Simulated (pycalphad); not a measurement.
**The Al-Ce system**

Source of the numbers: pycalphad with the COST 507 light-alloy database (1999); pressure 1 atm. The database dates from 1999; later assessments differ in places, in temperatures and in the compounds included.

Phases 1 to 3 are ordered by rising Ce content. The map covers 500 K to 1750 K; reactions that its mapper missed or could not classify are not listed.

```json
[
 {"reaction on cooling": "AL11_CEND3H + AL2_CEND → AL3_CEND", "T (K)": "(withheld)", "Ce in phase 1 (at.%)": "21.4", "Ce in phase 2 (at.%)": "25.0", "Ce in phase 3 (at.%)": "33.3"},
 {"reaction on cooling": "AL2_CEND + liquid → AL_CEND", "T (K)": "1115.2", "Ce in phase 1 (at.%)": "33.3", "Ce in phase 2 (at.%)": "50.0", "Ce in phase 3 (at.%)": "63.8"},
 {"reaction on cooling": "liquid + bcc → fcc", "T (K)": "1000.0", "Ce in phase 1 (at.%)": "95.6", "Ce in phase 2 (at.%)": ">99.99", "Ce in phase 3 (at.%)": ">99.99"},
 {"reaction on cooling": "liquid → AL_CEND + AL_CEND3H", "T (K)": "(withheld)", "Ce in phase 1 (at.%)": "50.0", "Ce in phase 2 (at.%)": "(withheld)", "Ce in phase 3 (at.%)": "75.0"},
 {"reaction on cooling": "liquid → fcc + AL11_CEND3L", "T (K)": "897.0", "Ce in phase 1 (at.%)": "<0.01", "Ce in phase 2 (at.%)": "3.1", "Ce in phase 3 (at.%)": "21.4"},
 {"reaction on cooling": "liquid → AL_CEND3H + fcc", "T (K)": "857.5", "Ce in phase 1 (at.%)": "75.0", "Ce in phase 2 (at.%)": "85.5", "Ce in phase 3 (at.%)": ">99.99"}
]
```

Task: Some entries are withheld; supply them.

Result: 
- AL11_CEND3H + AL2_CEND → AL3_CEND, T (K): 1408.0
- liquid → AL_CEND + AL_CEND3H, T (K): 941.1
- liquid → AL_CEND + AL_CEND3H, Ce in phase 2 (at.%): 70.9

Database names, with the compositions (at.%) that they take in these runs: AL2_CEND: Al 67 Ce 33; AL11_CEND3H: Al 79 Ce 21; AL3_CEND: Al 75 Ce 25; AL11_CEND3L: Al 79 Ce 21; AL_CEND: Al 50 Ce 50; AL_CEND3H: Ce 75 Al 25.
